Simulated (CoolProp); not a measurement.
20 sccm (0 °C, 1 atm) of nitrogen bubbles through liquid toluene at 356.7 K and leaves saturated at a total pressure of 0.111 MPa (ideal gas phase). Each further row changes one setting.

Computed with CoolProp (reference Helmholtz-energy equation of state, Lemmon 2006). It is a short technical equation, of lower accuracy than the large ones.

| case | vapour pressure (kPa) | mole fraction of vapour | delivery (mg/min) | delivery (sccm) | change of delivery for a bath 1 K warmer (%) |
|---|---|---|---|---|---|
| as stated | 43.9 | 0.395 | ? | ? | ? |
| bath temperature 361.7 K | ? | ? | 71.9 | 17.5 | 6.4 |
| total pressure 0.222 MPa | 43.9 | 0.198 | 20.3 | ? | ? |

Q: What belongs in the gaps?

A: 
- as stated, delivery (mg/min): 53.7
- as stated, delivery (sccm): 13.1
- as stated, change of delivery for a bath 1 K warmer (%): 5.8
- bath temperature 361.7 K, vapour pressure (kPa): 51.8
- bath temperature 361.7 K, mole fraction of vapour: 0.467
- total pressure 0.222 MPa, delivery (sccm): 4.93
- total pressure 0.222 MPa, change of delivery for a bath 1 K warmer (%): 4.3
